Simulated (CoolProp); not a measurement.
n-hexane along the isobar 0.778 MPa: Z from the reference equation and from simpler models built on Tc = 234.7 °C, pc = 3.044 MPa, ω = 0.300; each cubic takes its own stable root.

Values from CoolProp's reference Helmholtz-energy equation of state, Thol 2019.

```csv
T (°C),phase,reference,Soave-Redlich-Kwong,Peng-Robinson
-1.55,liquid,0.04371,0.04868,0.04325
25.85,liquid,0.04118,0.04568,0.04052
53.25,liquid,0.03925,___,___
80.55,liquid,___,___,0.03713
107.95,liquid,0.03690,0.04125,0.03640
135.35,liquid,0.03652,0.04137,0.03646
162.65,gas,0.8221,0.8349,0.8240
190.05,gas,0.8627,0.8691,0.8587
217.35,gas,0.8908,___,0.8846
244.75,gas,0.9115,0.9142,0.9048
272.15,gas,0.9273,0.9296,___
299.45,gas,0.9396,0.9420,0.9337
326.85,gas,0.9495,0.9521,0.9442
```

Complete the blanks.


- 53.25, Soave-Redlich-Kwong: 0.04348
- 53.25, Peng-Robinson: 0.03850
- 80.55, reference: 0.03783
- 80.55, Soave-Redlich-Kwong: 0.04200
- 217.35, Soave-Redlich-Kwong: 0.8945
- 272.15, Peng-Robinson: 0.9208
